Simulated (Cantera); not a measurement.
**Adiabatic ignition**

An adiabatic, constant-pressure homogeneous reactor starts with 5.02 % CH₄, 25.7 % O₂, 69.2 % N₂, equivalence ratio 0.39, at 1525 K and 2.47 atm.

Model: GRI-Mech 3.0 (53 species, 325 reactions), integrated in Cantera.

```
t (s)     T (K)   x CH₄   x O₂   x C₂H      x H₂     x HCN
--------  -----  ------  -----  ------  --------  --------
4.00e-6    1525  0.0502  0.257  <1e-12   8.86e-8    <1e-12
1.66e-5    1525  0.0502  0.257  <1e-12   5.28e-7    <1e-12
6.88e-5    1525  0.0500  0.257  <1e-12   8.52e-6    <1e-12
0.000285   2282  <1e-12  0.152  <1e-12   0.00303  1.78e-12
0.00118    2472  <1e-12  0.153  <1e-12  0.000795    <1e-12
0.00490    2465  <1e-12  0.151  <1e-12  0.000773  1.38e-12
0.0203     2451  <1e-12  0.147  <1e-12  0.000733  1.86e-12
0.0842     2447  <1e-12  0.146  <1e-12  0.000721  1.94e-12
0.349      2447  <1e-12  0.146  <1e-12  0.000721  1.94e-12
1.45       2447  <1e-12  0.146  <1e-12  0.000721  1.94e-12
6.00       2447  <1e-12  0.146  <1e-12  0.000721  1.94e-12
```
x: mole fraction; the columns are a selection and need not sum to one.

- time of steepest temperature rise = 0.267 ms
- temperature at 6.00 s = 2447 K
- equilibrium temperature = 2447 K
- x(CH₄) at 6.00 s = <1e-12 (gas-phase equilibrium <1e-12)
- x(O₂) at 6.00 s = 0.146 (gas-phase equilibrium 0.146)
- x(C₂H) at 6.00 s = <1e-12 (gas-phase equilibrium <1e-12)
